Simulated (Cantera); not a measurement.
Charge: 1 mol MgCl2, 0.56 mol O2, 29 mol H2, at 2150 K and 2.40 Pa.

Method: chemical equilibrium by Gibbs-energy minimisation in Cantera with the NASA 1993 tables (ideal gas, pure condensed phases). Candidate condensed phases: H2O, Mg, MgCl2, MgO, Mg(OH)2; 22 gas species. The numbers say what is thermodynamically allowed, not how fast it happens.

Base state: H 0.528, H2 0.376, Cl 0.0235, Mg 0.0232, HCl 0.0229, H2O 0.0190, OH 0.00344, O 0.00340 (mole fractions); condensed: gas only.

### Question
What changes in the equilibrium state with this change: pressure from 2.40 Pa to 0.490 Pa?

### Answer
| species | before | after |
|---|---|---|
| H | 0.528 | 0.762 |
| H2 | 0.376 | 0.160 |
| Cl | 0.0235 | 0.0296 |
| HCl | 0.0229 | 0.00849 |
| O | 0.00340 | 0.0118 |
| H2O | 0.0190 | 0.00570 |
| Mg | 0.0232 | 0.0190 |
| MgCl | 1.32e-5 | 2.79e-6 |
| O2 | 7.28e-5 | 0.000178 |
| OH | 0.00344 | 0.00351 |
